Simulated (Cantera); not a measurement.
Charge: 1 mol HMDSO, 7.4 mol NO, 3.5 mol H2, equilibrated at 1125 °C.

Equilibrium computed with Cantera from the NASA thermochemical tables; the gas is ideal and each condensed phase is pure. Candidate condensed phases: C, C6H6, C7H8, C8H18, H2O, Si, SiC, SiO2, Si2N2O, Si3N4; 151 gas species. The feed counts by its element totals alone. Mutual solubility and eutectic melting of coexisting phases are not modelled. The tables hold silica as quartz up to 1696 K and as liquid above; real silica turns to tridymite and cristobalite and melts near 1996 K. Rates play no part.

Problem. What share of the Si ends up in condensed phases as a function of P (Pa), at 5, 36, 260, 1900, 14000, 100000?

Solution. 
```json
[
 {"P (Pa)": "5", "Si condensed (%)": "20.0", "as": "SiO2(β-quartz)"},
 {"P (Pa)": "36", "Si condensed (%)": "90.4", "as": "SiO2(β-quartz) + Si2N2O(s)"},
 {"P (Pa)": "260", "Si condensed (%)": "99.3", "as": "SiO2(β-quartz) + Si2N2O(s)"},
 {"P (Pa)": "1900", "Si condensed (%)": "100.0", "as": "SiO2(β-quartz) + Si2N2O(s)"},
 {"P (Pa)": "14000", "Si condensed (%)": "100.0", "as": "SiO2(β-quartz) + Si2N2O(s)"},
 {"P (Pa)": "100000", "Si condensed (%)": "100.0", "as": "SiO2(β-quartz)"}
]
```
